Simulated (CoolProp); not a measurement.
A single-stage vapour-compression cycle with the fluid: evaporating at 321.15 K (dew point), condensing at 383.15 K (bubble point), superheat 0 K, subcooling 5 K, compressor efficiency 0.6, no pressure losses. The same conditions are run with several fluids, on thermodynamics alone (safety and materials aside).

Values from CoolProp's reference Helmholtz-energy equation of state of each fluid (chloromethane (R40): Thol 2014; n-perfluoropentane: Gao 2022; R114: Platzer 1990; R1224YDZ: Akasaka 2023; R11: Jacobsen 1992; isohexane: Lemmon 2006). The equations of Platzer and Polt are older, rougher fits.

### Question
Rank chloromethane (R40), n-perfluoropentane, R114, R1224YDZ, R11, isohexane by cooling COP, highest first.

### Answer
R11 (2.47), chloromethane (R40) (2.28), isohexane (2.23), R1224YDZ (2.03), R114 (1.86), n-perfluoropentane (1.06)

```
fluid                pressure ratio  discharge temperature (K)  refrigerating effect (kJ/kg)  volumetric capacity (kJ/m³)
-------------------  --------------  -------------------------  ----------------------------  ---------------------------
chloromethane (R40)            3.63                      449.6                           237                         5730
n-perfluoropentane             5.02                      383.2                          18.5                          421
R114                           4.08                      383.2                          55.5                         1700
R1224YDZ                       4.58                      385.0                          79.1                         1530
R11                            4.56                      409.1                           118                         1440
isohexane                      5.80                      383.2                           189                          428
```

The compression ends wet for: n-perfluoropentane; R114; isohexane.
